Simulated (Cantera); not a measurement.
Input: 1 mol HMDSO, 0.079 mol O3, 81 mol N2, equilibrated at 823 K and 5.80 Pa.

Method: chemical equilibrium by Gibbs-energy minimisation in Cantera with the NASA 1993 tables (ideal gas, pure condensed phases). Candidate condensed phases: C, C6H6, C7H8, C8H18, H2O, Si, SiC, SiO2, Si2N2O, Si3N4; 151 gas species. The feed counts by its element totals alone. N2 is the only nitrogen source here; it is nearly inert below about 1500 K, so the nitride shown seldom forms there in practice. Rates play no part.

Base state: N2 0.897, H2 0.101, CO 0.00241 (mole fractions); condensed: C(graphite) + SiO2(α-quartz) + Si2N2O(s).

**Question.** What changes in the equilibrium state with this change: O3 from 0.079 to 1.4 mol?

**Answer.** 
| species | before | after |
|---|---|---|
| N2 | 0.897 | 0.888 |
| H2 | 0.101 | 0.0987 |
| CO | 0.00241 | 0.0132 |
| C(graphite), mol | 5.79 | 4.80 |
| SiO2(α-quartz), mol | 0.0148 | 2.00 |
| Si2N2O(s), mol | 0.993 | 0 |
